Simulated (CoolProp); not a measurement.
Vapour-liquid equilibrium of R22 (1) + R11 (2) at 294.8 K; x and y are mole fractions of (1).

Model: multi-fluid Helmholtz-energy mixture model, Kamei 1995 and Jacobsen 1992; pair parameters Bell 2016, in CoolProp.

```
x      bubble pressure (MPa)  y at the bubble point  dew pressure at overall composition x (MPa)  liquid density (mol/L)
-----  ---------------------  ---------------------  -------------------------------------------  ----------------------
0.05                  0.1579                  0.420                                      0.09893                   10.93
0.125                 0.2438                  0.641                                       0.1071                   11.13
0.2                   0.3199                  0.740                                       0.1166                   11.34
0.275                 0.3883                  0.798                                       0.1281                   11.55
0.35                  0.4509                  0.836                                       0.1420                   11.76
0.425                 0.5092                  0.865                                       0.1592                   11.99
0.5                   0.5649                  0.888                                       0.1811                   12.21
0.575                 0.6191                  0.908                                       0.2098                   12.45
0.65                  0.6731                  0.925                                       0.2490                   12.69
0.725                 0.7280                  0.942                                       0.3054                   12.93
0.8                   0.7848                  0.957                                       0.3918                   13.19
0.875                 0.8444                  0.973                                       0.5325                   13.46
0.95                  0.9079                  0.989                                       0.7578                   13.73
```

No azeotrope shows between x = 0.05 and 0.95.

Pair parameters are fitted to limited data, so mixtures are less certain than the pure fluids.
